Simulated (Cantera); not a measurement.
An isothermal, constant-pressure homogeneous reactor starts with CH₂O : O₂ : N₂ = 0.022 : 0.018 : 1 (molar parts), equivalence ratio 1.2, at 1400 K and 405 Torr.

Model: GRI-Mech 3.0 (53 species, 325 reactions), integrated in Cantera. The temperature is held fixed by assumption; the heat of reaction is taken as removed at once.

One state of this run: x CH₂O = 3.98e-12; x O₂ = 2.15e-7; x H = 3.53e-5; x O = 5.91e-8; x C₂H₄ = <1e-12; x HCN = 5.83e-12; x C₂H₂ = <1e-12. x: mole fraction; the columns are a selection and need not sum to one.

Which value of t (s) does it belong to?
A) 14.3
B) 0.273
C) 0.00523
D) 200

B, 0.273
